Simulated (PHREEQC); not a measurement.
A solution holds 95 mmol/kgw CdCl2 and 1.6 mmol/kgw NaF, at 50 °C. Closed to the air; pH follows from the charge balance.

Model: ion-association model, phreeqc.dat, run in PHREEQC.

- pH = 5.52
- ionic strength = 0.117 mol/kgw
- density = 1.003 g/cm³

```json
[
 {"species": "Cl-", "molality": "0.0964", "activity": "0.0718", "log γ": "-0.128"},
 {"species": "CdCl+", "molality": "0.0605", "activity": "0.0462", "log γ": "-0.118"},
 {"species": "Cd+2", "molality": "0.0184", "activity": "0.00623", "log γ": "-0.471"},
 {"species": "CdCl2", "molality": "0.0146", "activity": "0.0150", "log γ": "0.012"},
 {"species": "Na+", "molality": "0.00160", "activity": "0.00123", "log γ": "-0.115"},
 {"species": "F-", "molality": "0.00148", "activity": "0.00109", "log γ": "-0.131"},
 {"species": "CdCl3-", "molality": "0.00127", "activity": "0.000965", "log γ": "-0.118"},
 {"species": "CdF+", "molality": "0.000112", "activity": "8.58e-5", "log γ": "-0.118"},
 {"species": "CdOHCl", "molality": "1.00e-5", "activity": "1.03e-5", "log γ": "0.012"},
 {"species": "HF", "molality": "7.74e-6", "activity": "7.95e-6", "log γ": "0.012"},
 {"species": "H+", "molality": "3.72e-6", "activity": "3.02e-6", "log γ": "-0.090"},
 {"species": "CdOH+", "molality": "1.24e-6", "activity": "9.45e-7", "log γ": "-0.118"},
 {"species": "NaF", "molality": "7.51e-7", "activity": "7.72e-7", "log γ": "0.012"},
 {"species": "Cd2OH+3", "molality": "2.48e-7", "activity": "2.16e-8", "log γ": "-1.059"},
 {"species": "CdF2", "molality": "2.29e-7", "activity": "2.36e-7", "log γ": "0.012"},
 {"species": "HF2-", "molality": "4.94e-8", "activity": "3.77e-8", "log γ": "-0.118"}
]
```

Precipitation was switched off in this run. Away from 25 °C the constants follow the database's enthalpies or fits; those with neither stay at their 25 °C values.
